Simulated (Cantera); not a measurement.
Source: NASA polynomial tables (part measured, part estimated), evaluated in Cantera. Values are per mole of reaction as written; species without (g) are pure solids or liquids, kept so even where they would boil at 1 bar.

Question: Between 300 and 1100 K, where is each reaction favourable under standard conditions?
- 2 O3(g) + 3 H2(g) + 3 Cu → 3 Cu(OH)2

Answer: 
- 2 O3(g) + 3 H2(g) + 3 Cu → 3 Cu(OH)2: ΔG° is -1441 kJ at 300 K and -959 kJ at 1100 K; it stays negative (K > 1). ΔH° is -1586 kJ and ΔS° -570 J/K at 1100 K.
